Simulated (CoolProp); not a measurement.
A simple Rankine cycle with n-perfluorohexane: condensing at 306.15 K, boiler at 0.54 MPa, turbine inlet 392.6 K, turbine efficiency 0.6, pump efficiency 0.8, no recuperator. Each further row changes one setting.

The numbers come from the reference Helmholtz-energy equation of state, Gao 2022 in CoolProp.

| case | thermal efficiency (%) | net work (kJ/kg) | heat in (kJ/kg) | turbine exit temperature (K) | volume ratio over the turbine |
|---|---|---|---|---|---|
| as stated | 7.9 | 12.8 | 161 | 371.2 | 15.4 |
| turbine inlet 412.6 K | 7.6 | [?] | 181 | 391.9 | 14.7 |
| condensing temperature 298.15 K | 8.6 | 14.6 | 169 | 369.1 | 21.6 |
| boiler pressure 0.378 MPa | [?] | 11.4 | [?] | 375.6 | 10.00 |
| turbine efficiency 0.5 | 6.6 | 10.6 | 161 | 373.6 | 15.5 |

**Question.** Fill in the missing entries.

**Answer.** 
- turbine inlet 412.6 K, net work (kJ/kg): 13.7
- boiler pressure 0.378 MPa, thermal efficiency (%): 7.0
- boiler pressure 0.378 MPa, heat in (kJ/kg): 164
